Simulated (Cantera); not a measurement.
What does this Cantera script print?

```python
import numpy as np
import cantera as ct

surf = ct.Interface("diamond.yaml", "diamond_100")
gas, bulk = surf.adjacent["gas"], surf.adjacent["diamond"]
k = surf.kinetics_species_index(bulk.species_names[0])
cover = ["c6HH", "c6H*", "c6*H", "c6**", "c6HM", "c6B"]

rows, drift = [], 0.0
print(f"{'xH':>10s}{'um/h':>11s}" + "".join(f"{s:>11s}" for s in cover))
for v in [0.0001, 0.00022, 0.0005, 0.0011, 0.0025, 0.0055, 0.012, 0.028, 0.062]:
    T, P, xH, xCH3 = 1100, 10000, v, 0.00035
    gas.TPX = T, P, {"H": xH, "CH3": xCH3, "CH4": 0.0024, "H2": 1 - xH - xCH3 - 0.0024}
    surf.TP = bulk.TP = T, P
    surf.coverages = "c6H*:0.1, c6HH:0.9"
    surf.advance_coverages(100.0)
    before = surf.coverages
    surf.advance_coverages(100.0)
    drift = max(drift, np.max(np.abs(surf.coverages - before) / (surf.coverages + 1e-9)))
    rate = surf.net_production_rates[k] * bulk.mean_molecular_weight / bulk.density * 3.6e9
    rows.append([rate, *surf[cover].coverages])
    print(f"{v:10.4g}{rate:11.4e}" + "".join(f"{x:11.3e}" for x in rows[-1][1:]))
```

It prints:

```
        xH       um/h       c6HH       c6H*       c6*H       c6**       c6HM        c6B
    0.0001 1.6382e+00  5.413e-01  2.059e-02  3.263e-01  3.858e-03  6.811e-02  4.445e-09
   0.00022 3.7498e+00  4.978e-01  2.260e-02  3.582e-01  6.963e-03  7.312e-02  1.018e-08
    0.0005 7.6962e+00  4.798e-01  2.399e-02  3.800e-01  1.058e-02  6.818e-02  2.088e-08
    0.0011 1.3015e+01  4.805e-01  2.516e-02  3.984e-01  1.362e-02  5.357e-02  3.532e-08
    0.0025 1.8721e+01  4.896e-01  2.628e-02  4.157e-01  1.591e-02  3.434e-02  5.080e-08
    0.0055 2.2898e+01  4.985e-01  2.712e-02  4.278e-01  1.727e-02  1.921e-02  6.214e-08
     0.012 2.5436e+01  5.043e-01  2.772e-02  4.350e-01  1.803e-02  9.811e-03  6.902e-08
     0.028 2.6908e+01  5.077e-01  2.833e-02  4.387e-01  1.849e-02  4.454e-03  7.302e-08
     0.062 2.7659e+01  5.091e-01  2.917e-02  4.397e-01  1.880e-02  2.068e-03  7.505e-08
```

Computed with Cantera and the Harris–Goodwin 1993 mechanism for the reconstructed diamond (100) surface.
